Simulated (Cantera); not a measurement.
Feed: 1 mol SiO₂, 1.6 mol H₂, equilibrated at 1875 K and 0.470 bar.

Equilibrium computed with Cantera from the NASA thermochemical tables; the gas is ideal and each condensed phase is pure. Candidate condensed phases: H₂O, Si, SiO₂; 18 gas species. The tables hold silica as quartz up to 1696 K and as liquid above; real silica turns to tridymite and cristobalite and melts near 1996 K. Kinetics and transport are ignored.

Base state: H₂ 0.990, SiO 0.00433, H₂O 0.00433, H 0.000952 (mole fractions); condensed: SiO₂(condensed).

### Question
What changes in the equilibrium state with this change: SiO₂ replaced by TiO₂?

### Answer
```
species                 before     after
--------------------  --------  --------
H₂                       0.990     0.868
H₂O                    0.00433     0.131
H                     0.000952  0.000891
SiO                    0.00433         0
OH                     3.25e-7   1.05e-5
SiO₂(condensed), mol     0.993         0
TiO₂(rutile), mol            0     0.158
Ti₄O₇(s), mol                0     0.210
```
Mutual solubility and eutectic melting of coexisting phases are not modelled. Condensed phases not in the tables: Magnéli phases beyond Ti₄O₇. Gases not in the tables: TiO(OH)₂. Further candidate phases: Ti, TiO, TiO₂, Ti₂O₃, Ti₃O₅, Ti₄O₇.
